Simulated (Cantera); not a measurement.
# SiH2Cl2 + CH4 + H2 (silicon carbide growth)

Input: 1 mol SiH2Cl2, 0.15 mol CH4, 10 mol H2, equilibrated at 0.290 bar.

Method: chemical equilibrium by Gibbs-energy minimisation in Cantera with the NASA 1993 tables (ideal gas, pure condensed phases). Candidate condensed phases: C, C6H6, C7H8, C8H18, Si, SiC; 109 gas species. Mutual solubility and eutectic melting of coexisting phases are not modelled. The tables' values for SiCl3, SiCl are old estimates; treat these amounts as uncertain. Gases not in the tables: Si2H6 and higher silanes. Rates play no part.

From 1352 °C to 1402 °C the condensed part is Si(s) + SiC(s). From 1452 °C to 1652 °C the condensed part is Si(l) + SiC(s). The main Si-bearing gas is SiCl2 throughout. The share of Si in condensed phases is highest at 1652 °C (61.7 %) and lowest at 1402 °C (56.5 %).

```json
[
 {"T (°C)": "1352", "log p H2": "-0.60", "log p HCl": "-1.58", "log p SiCl2": "-2.03", "log p SiCl3": "-3.24", "log p H": "-4.45", "n Si(s)": "0.419", "n SiC(s)": "0.150", "n Si(l)": "0"},
 {"T (°C)": "1402", "log p H2": "-0.60", "log p HCl": "-1.58", "log p SiCl2": "-2.02", "log p SiCl3": "-3.34", "log p H": "-4.23", "n Si(s)": "0.415", "n SiC(s)": "0.150", "n Si(l)": "0"},
 {"T (°C)": "1452", "log p H2": "-0.60", "log p HCl": "-1.58", "log p SiCl2": "-2.02", "log p SiCl3": "-3.44", "log p H": "-4.03", "n Si(s)": "0", "n SiC(s)": "0.150", "n Si(l)": "0.423"},
 {"T (°C)": "1502", "log p H2": "-0.60", "log p HCl": "-1.56", "log p SiCl2": "-2.03", "log p SiCl3": "-3.54", "log p H": "-3.84", "n Si(s)": "0", "n SiC(s)": "0.150", "n Si(l)": "0.435"},
 {"T (°C)": "1552", "log p H2": "-0.60", "log p HCl": "-1.55", "log p SiCl2": "-2.04", "log p SiCl3": "-3.64", "log p H": "-3.66", "n Si(s)": "0", "n SiC(s)": "0.150", "n Si(l)": "0.446"},
 {"T (°C)": "1602", "log p H2": "-0.60", "log p HCl": "-1.55", "log p SiCl2": "-2.05", "log p SiCl3": "-3.73", "log p H": "-3.48", "n Si(s)": "0", "n SiC(s)": "0.150", "n Si(l)": "0.457"},
 {"T (°C)": "1652", "log p H2": "-0.60", "log p HCl": "-1.54", "log p SiCl2": "-2.06", "log p SiCl3": "-3.81", "log p H": "-3.32", "n Si(s)": "0", "n SiC(s)": "0.150", "n Si(l)": "0.467"}
]
```
log p: log10 of the partial pressure in bar; n: condensed amount in mol.
